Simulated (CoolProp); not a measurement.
Values from CoolProp's reference Helmholtz-energy equation of state, Wu 2011.

Problem. For dimethyl ether, give the phase and the cp (kJ/(kg K)), speed of sound (m/s) at 215.5 K and 7.63 bar; 233.4 K and 7.63 bar.

Solution. 
- 215.5 K and 7.63 bar: liquid; cp 2.17, speed of sound 1330
- 233.4 K and 7.63 bar: liquid; cp 2.20, speed of sound 1230
